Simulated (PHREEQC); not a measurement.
A PHREEQC speciation (ion-association model, phreeqc.dat) at 25 °C gives pH 2.94 and these molalities:

```tsv
species	mol/kgw
H+	0.00120
H2PO4-	0.00120
H3PO4	0.000197
```

Question: What are the element totals, and what could have been dissolved in 1 kg of water to give them?

Answer: Several could match; the one computed here: totals P 0.00140 mol/kgw, from 1.4 mmol/kgw H3PO4.

Precipitation was switched off in this run. Species that the database lacks are ignored.
